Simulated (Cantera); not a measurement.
## Ignition delay

Mixture: 9.11 % CH₄, 18.6 % O₂, 69.9 % N₂, 2.46 % H₂O, at 6.20 bar, adiabatic and at constant pressure. Ignition delay is the time to a rise of 400 K.

Detailed kinetics in Cantera: GRI-Mech 3.0 (53 species, 325 reactions).

```tsv
T0 (K)	delay (ms)
1250	4.36
1350	1.39
1450	0.486
1550	0.183
1650	0.0751
1750	0.0340
1850	0.0170
1950	0.00932
2050	0.00553
2150	0.00351
```

| Quantity | Result |
|---|---|
| apparent activation energy between 1950 and 2150 K | 170 kJ/mol |
